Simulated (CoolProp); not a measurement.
A single-stage vapour-compression cycle with hydrogen chloride: evaporating at 227.15 K (dew point), condensing at 274.15 K (bubble point), superheat 8 K, subcooling 0 K, compressor efficiency 0.6, no pressure losses. Each further row changes one setting.

Computed with CoolProp (reference Helmholtz-energy equation of state, Thol 2018).

| case | cooling COP | pressure ratio | discharge temperature (K) | refrigerating effect (kJ/kg) | volumetric capacity (kJ/m³) |
|---|---|---|---|---|---|
| as stated | (withheld) | 4.33 | 420.6 | 317 | 3970 |
| evaporating temperature 232.15 K | 2.52 | 3.60 | 398.7 | (withheld) | 4760 |
| condensing temperature 269.15 K | 2.49 | (withheld) | 400.0 | 327 | 4100 |
| subcooling 5 K | 2.22 | 4.33 | 420.6 | 327 | 4100 |
| superheat 18 K | 2.10 | 4.33 | 441.8 | 327 | 3880 |
| compressor efficiency 0.5 | 1.79 | 4.33 | 454.5 | 317 | 3970 |

Some entries are withheld; supply them.


- as stated, cooling COP: 2.15
- evaporating temperature 232.15 K, refrigerating effect (kJ/kg): 319
- condensing temperature 269.15 K, pressure ratio: 3.79
